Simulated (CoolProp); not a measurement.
Properties of dodecamethylcyclohexasiloxane (D6) along the isotherm 620 K (Tc = 645.8 K, pc = 0.9614 MPa, ω = 0.736).

The numbers come from the reference Helmholtz-energy equation of state, Colonna 2008 in CoolProp. It is a short technical equation, of lower accuracy than the large ones.

| p (MPa) | phase | cp (kJ/(kg K)) | speed of sound (m/s) | expansivity (1/kK) | fugacity coefficient |
|---|---|---|---|---|---|
| 0.601 | gas | (withheld) | 65.06 | 8.122 | 0.7215 |
| 1.2 | liquid | (withheld) | 154.1 | 5.175 | 0.4159 |
| 1.8 | liquid | (withheld) | 182.3 | 3.908 | 0.3049 |
| 2.4 | liquid | 2.222 | 204.4 | 3.248 | 0.2506 |
| 3 | liquid | 2.201 | 223.2 | 2.829 | 0.2192 |
| 3.61 | liquid | (withheld) | 239.9 | 2.530 | 0.1990 |
| 4.21 | liquid | (withheld) | 254.6 | 2.309 | 0.1858 |
| 4.81 | liquid | (withheld) | 268.1 | 2.137 | (withheld) |

Question: What belongs in the gaps?

Answer: 
- 0.601, cp (kJ/(kg K)): 2.121
- 1.2, cp (kJ/(kg K)): 2.315
- 1.8, cp (kJ/(kg K)): 2.254
- 3.61, cp (kJ/(kg K)): 2.186
- 4.21, cp (kJ/(kg K)): 2.175
- 4.81, cp (kJ/(kg K)): 2.166
- 4.81, fugacity coefficient: 0.1769
